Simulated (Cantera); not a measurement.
**Thermodynamics of chlorosilane synthesis and conversion, feed SiCl4 + Cl2 + H2**

Feed: 1 mol SiCl4, 0.76 mol Cl2, 1.3 mol H2, at 27000 Pa.

These are equilibrium values from Cantera (NASA tables, ideal gas, pure condensed phases), not measurements of a reactor. Candidate condensed phases: Si; 19 gas species. The tables' values for SiCl3 are old estimates; treat these amounts as uncertain. Rates play no part.

From 748 K to 1198 K nothing is condensed. The main Si-bearing gas is SiCl4 throughout.

```json
[
 {"T (K)": "748", "x HCl": "0.497", "x SiCl4": "0.327", "x H2": "0.176", "x SiHCl3": "5.10e-5", "x SiCl3": "5.26e-8", "x SiCl2": "1.60e-12"},
 {"T (K)": "823", "x HCl": "0.497", "x SiCl4": "0.327", "x H2": "0.176", "x SiHCl3": "0.000140", "x SiCl3": "6.97e-7", "x SiCl2": "1.34e-10"},
 {"T (K)": "898", "x HCl": "0.497", "x SiCl4": "0.326", "x H2": "0.176", "x SiHCl3": "0.000322", "x SiCl3": "5.95e-6", "x SiCl2": "5.25e-9"},
 {"T (K)": "973", "x HCl": "0.497", "x SiCl4": "0.326", "x H2": "0.176", "x SiHCl3": "0.000648", "x SiCl3": "3.62e-5", "x SiCl2": "1.15e-7"},
 {"T (K)": "1048", "x HCl": "0.498", "x SiCl4": "0.325", "x H2": "0.175", "x SiHCl3": "0.00117", "x SiCl3": "0.000169", "x SiCl2": "1.60e-6"},
 {"T (K)": "1123", "x HCl": "0.499", "x SiCl4": "0.324", "x H2": "0.174", "x SiHCl3": "0.00194", "x SiCl3": "0.000634", "x SiCl2": "1.54e-5"},
 {"T (K)": "1198", "x HCl": "0.501", "x SiCl4": "0.321", "x H2": "0.172", "x SiHCl3": "0.00297", "x SiCl3": "0.00199", "x SiCl2": "0.000109"}
]
```
x: gas mole fraction; nothing condenses.
